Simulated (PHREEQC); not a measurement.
Synthetic water in mg/kgw, 25 °C, pH 2.56, pe 13: Na 14.4; K 25.5; Ca 186; Mg 23.5; Cl 142; S(6) as SO4 673; Cu(2) 0.179; F 0.455.

Valence states are taken as typed.

Computed with PHREEQC (ion-association model, phreeqc.dat).

| Property | Result |
|---|---|
| ionic strength | 0.0230 mol/kgw |
| specific conductance | 2420 µS/cm |
| total alkalinity | -4.00 meq/kg |
| charge-balance error | -5.6 % |

```csv
species,molality,activity,log γ
SO4-2,0.00485,0.00274,-0.249
Cl-,0.00400,0.00345,-0.065
Ca+2,0.00362,0.00206,-0.244
H+,0.00312,0.00275,-0.053
CaSO4,0.001000,0.00101,0.002
HSO4-,0.000849,0.000733,-0.064
Mg+2,0.000706,0.000408,-0.238
K+,0.000640,0.000550,-0.066
Na+,0.000618,0.000535,-0.062
MgSO4,0.000260,0.000262,0.002
CaHSO4+,2.11e-5,1.82e-5,-0.064
HF,1.86e-5,1.86e-5,0.002
KSO4-,1.22e-5,1.06e-5,-0.061
```

No solid was allowed to form. Complexes and solids missing from the database can't appear.
